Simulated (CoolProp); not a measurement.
Properties of toluene along the isobar 1.95 MPa.

The numbers come from the reference Helmholtz-energy equation of state, Lemmon 2006 in CoolProp. It is a short technical equation, of lower accuracy than the large ones.

```tsv
T (K)	phase	Z	cp (kJ/(kg K))	expansivity (1/kK)	viscosity (µPa s)	Prandtl number	fugacity coefficient
337.3	liquid	0.07746	1.830	1.148	371	[?]	0.01191
360.4	liquid	0.07449	1.912	1.212	303	5.08	0.02672
383.5	liquid	0.07206	1.997	1.293	254	4.68	0.05312
406.7	liquid	0.07010	2.085	1.397	215	[?]	0.09591
429.8	liquid	0.06861	2.176	1.534	185	4.13	0.1592
452.9	liquid	0.06759	2.273	1.719	160	3.92	0.2466
476	liquid	[?]	[?]	1.985	138	[?]	0.3605
499.2	liquid	0.06731	2.505	2.404	119	3.53	0.5020
522.3	liquid	0.06854	2.675	[?]	100	[?]	0.6677
```

Task: Fill in the missing entries.

Result: 
- 337.3, Prandtl number: 5.65
- 406.7, Prandtl number: 4.38
- 476, Z: 0.06711
- 476, cp (kJ/(kg K)): 2.379
- 476, Prandtl number: 3.73
- 522.3, expansivity (1/kK): 3.169
- 522.3, Prandtl number: 3.32

Viscosity comes from a separate model (Avgeri 2015). Thermal conductivity comes from a separate model (Assael 2012).
